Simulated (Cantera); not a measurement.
Feed: 1 mol SiCl4, 0.67 mol HCl, 0.72 mol H2, held at 923 K and 14.0 bar.

These are equilibrium values from Cantera (NASA tables, ideal gas, pure condensed phases), not measurements of a reactor. Candidate condensed phases: Si; 19 gas species. Rates play no part.

Base state: SiCl4 0.417, H2 0.300, HCl 0.282, SiHCl3 0.00158 (mole fractions); condensed: gas only.

Task: What changes in the equilibrium state with this change: temperature from 923 K to 798.15 K?

Result: 
```csv
species,before,after
SiCl4,0.417,0.418
H2,0.300,0.301
HCl,0.282,0.281
SiHCl3,0.00158,0.000395
```
